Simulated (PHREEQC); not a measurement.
## Nickel, zinc or cadmium bath

Consider water at 57 °C with 130 mmol/kgw ZnSO4, 15 mmol/kgw Na2SO4 and 0.078 mmol/kgw H2SO4. Closed to the air; pH follows from the charge balance.

The numbers come from PHREEQC with the ion-association model, wateq4f.dat.

This is a speciation only: nothing precipitates in the calculation.

### Question
Predict the pH.

### Answer
pH 4.50.

### Question
In which forms is Na present?

### Answer
Na+ 93 %, NaSO4- 7.1 % of the Na.

Away from 25 °C the constants follow the database's enthalpies or fits; those with neither stay at their 25 °C values.
